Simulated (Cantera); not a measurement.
Feed: 1 mol n-butane, 1.6 mol H2O, 1.9 mol H2, held at 2798.15 K and 4900 Pa.

Equilibrium computed with Cantera from the NASA thermochemical tables; the gas is ideal and each condensed phase is pure. Candidate condensed phases: C, C6H6, C7H8, C8H18, H2O; 110 gas species. Equilibrium is a limit: real reactors are often held back by kinetics, nucleation or transport.

Base state: H2 0.566, H 0.276, CO 0.136, C2H2 (acetylene) 0.0188, C2H 0.00115, C3 0.000630, C4H2 0.000259, C 0.000132 (mole fractions); condensed: C(graphite).

Task: What changes in the equilibrium state with this change: n-butane replaced by C3H8?

Result: 
```json
[
 {"species": "H2", "before": "0.566", "after": "0.554"},
 {"species": "H", "before": "0.276", "after": "0.273"},
 {"species": "CO", "before": "0.136", "after": "0.152"},
 {"species": "C2H2 (acetylene)", "before": "0.0188", "after": "0.0184"},
 {"species": "CH3", "before": "1.26e-5", "after": "1.22e-5"},
 {"species": "C4H2", "before": "0.000259", "after": "0.000254"},
 {"species": "C2H2 (vinylidene)", "before": "3.59e-5", "after": "3.51e-5"},
 {"species": "CH2", "before": "1.37e-5", "after": "1.34e-5"},
 {"species": "C(graphite), mol", "before": "1.89", "after": "0.953"}
]
```
